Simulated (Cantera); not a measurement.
A closed system holds: 1 mol C2H6, 0.073 mol H2O, at 1075 °C and 8.25 Torr.

These are equilibrium values from Cantera (NASA tables, ideal gas, pure condensed phases), not measurements of a reactor. Candidate condensed phases: C, C6H6, C7H8, C8H18, H2O; 110 gas species. Rates play no part.

### Question
What is the equilibrium state?

### Answer
| Property | Result |
|---|---|
| x(H2) | 0.977 |
| x(CO) | 0.0232 |
| x(CH4) | 6.12e-5 |
| x(H) | 2.18e-5 |
| x(H2O) | 1.45e-6 |
| x(C2H2 (acetylene)) | 1.18e-6 |
| n(C(graphite)) | 1.93 mol |
| gas amount | 3.146 mol |
